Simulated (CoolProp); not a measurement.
A Linde-Hampson liquefier for methane: isothermal reversible compression at 230 K from 1 atm to 10 MPa, throttling to 1 atm, return gas leaving the recuperator 10 K below the feed. Each further row changes one setting.

The numbers come from the reference Helmholtz-energy equation of state, Setzmann 1991 in CoolProp.

| case | liquid yield per pass | compression work (kJ/kg of gas) |
|---|---|---|
| as stated | [?] | 494 |
| high pressure 20 MPa | [?] | [?] |
| warm-end temperature 260 K | [?] | 582 |
| warm-end gap 15 K | [?] | 494 |

Task: Complete the blanks.

Result: 
- as stated, liquid yield per pass: 0.263
- high pressure 20 MPa, liquid yield per pass: 0.380
- high pressure 20 MPa, compression work (kJ/kg of gas): 541
- warm-end temperature 260 K, liquid yield per pass: 0.150
- warm-end gap 15 K, liquid yield per pass: 0.252
